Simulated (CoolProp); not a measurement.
A simple Rankine cycle with R236FA: condensing at 331.15 K, boiler at 2.11 MPa, turbine inlet 399 K, turbine efficiency 0.6, pump efficiency 0.8, no recuperator. Each further row changes one setting.

Model: reference Helmholtz-energy equation of state, Pan 2012, in CoolProp.

```csv
case,thermal efficiency (%),net work (kJ/kg),heat in (kJ/kg),turbine exit temperature (K),volume ratio over the turbine
as stated,5.4,9.40,174,371.3,3.36
condensing temperature 323.15 K,6.3,11.6,184,367.2,4.21
boiler pressure 1.48 MPa,3.9,7.08,184,383.1,2.16
turbine efficiency 0.5,4.4,7.60,174,373.1,3.38
```
